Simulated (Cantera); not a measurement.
**Adiabatic ignition**

An adiabatic, constant-pressure homogeneous reactor starts with H₂ : O₂ : N₂ = 1 : 0.278 : 1.04 (molar parts), at 1325 K and 760 Torr.

Cantera simulation using the H2/O2 subset of GRI-Mech 3.0, which has no nitrogen chemistry; the numbers are that mechanism's predictions, not measurements.

```json
[
 {"t (s)": "5.00e-6", "T (K)": "1325", "x H₂": "0.431", "x O₂": "0.120", "x O": "5.91e-8", "x H₂O₂": "2.98e-9", "x HO₂": "1.97e-7"},
 {"t (s)": "1.26e-5", "T (K)": "1325", "x H₂": "0.431", "x O₂": "0.120", "x O": "4.41e-6", "x H₂O₂": "6.32e-8", "x HO₂": "4.32e-6"},
 {"t (s)": "3.15e-5", "T (K)": "1833", "x H₂": "0.155", "x O₂": "0.00593", "x O": "0.00978", "x H₂O₂": "7.44e-7", "x HO₂": "3.97e-6"},
 {"t (s)": "7.92e-5", "T (K)": "2397", "x H₂": "0.187", "x O₂": "0.00223", "x O": "0.00430", "x H₂O₂": "1.24e-7", "x HO₂": "1.26e-6"},
 {"t (s)": "0.000199", "T (K)": "2663", "x H₂": "0.200", "x O₂": "0.000858", "x O": "0.00169", "x H₂O₂": "7.84e-8", "x HO₂": "6.63e-7"},
 {"t (s)": "0.000500", "T (K)": "2748", "x H₂": "0.204", "x O₂": "0.000520", "x O": "0.00104", "x H₂O₂": "6.71e-8", "x HO₂": "4.61e-7"},
 {"t (s)": "0.00126", "T (K)": "2753", "x H₂": "0.204", "x O₂": "0.000505", "x O": "0.00101", "x H₂O₂": "6.64e-8", "x HO₂": "4.51e-7"},
 {"t (s)": "0.00315", "T (K)": "2753", "x H₂": "0.204", "x O₂": "0.000505", "x O": "0.00101", "x H₂O₂": "6.64e-8", "x HO₂": "4.51e-7"},
 {"t (s)": "0.00792", "T (K)": "2753", "x H₂": "0.204", "x O₂": "0.000505", "x O": "0.00101", "x H₂O₂": "6.64e-8", "x HO₂": "4.51e-7"},
 {"t (s)": "0.0199", "T (K)": "2753", "x H₂": "0.204", "x O₂": "0.000505", "x O": "0.00101", "x H₂O₂": "6.64e-8", "x HO₂": "4.51e-7"},
 {"t (s)": "0.0500", "T (K)": "2753", "x H₂": "0.204", "x O₂": "0.000505", "x O": "0.00101", "x H₂O₂": "6.64e-8", "x HO₂": "4.51e-7"},
 {"t (s)": "0.126", "T (K)": "2753", "x H₂": "0.204", "x O₂": "0.000505", "x O": "0.00101", "x H₂O₂": "6.64e-8", "x HO₂": "4.51e-7"},
 {"t (s)": "0.315", "T (K)": "2753", "x H₂": "0.204", "x O₂": "0.000505", "x O": "0.00101", "x H₂O₂": "6.64e-8", "x HO₂": "4.51e-7"},
 {"t (s)": "0.792", "T (K)": "2753", "x H₂": "0.204", "x O₂": "0.000505", "x O": "0.00101", "x H₂O₂": "6.64e-8", "x HO₂": "4.51e-7"},
 {"t (s)": "1.99", "T (K)": "2753", "x H₂": "0.204", "x O₂": "0.000505", "x O": "0.00101", "x H₂O₂": "6.64e-8", "x HO₂": "4.51e-7"},
 {"t (s)": "5.00", "T (K)": "2753", "x H₂": "0.204", "x O₂": "0.000505", "x O": "0.00101", "x H₂O₂": "6.64e-8", "x HO₂": "4.51e-7"}
]
```
x: mole fraction; the columns are a selection and need not sum to one.

The time of steepest temperature rise is 26.6 µs. The temperature at 5.00 s comes out as 2753 K, the equilibrium temperature comes out as 2753 K and the x(H₂) at 5.00 s is 0.204 (gas-phase equilibrium 0.204). The x(O₂) at 5.00 s is 0.000505 (gas-phase equilibrium 0.000505) and the x(O) at 5.00 s is 0.00101 (gas-phase equilibrium 0.00101).
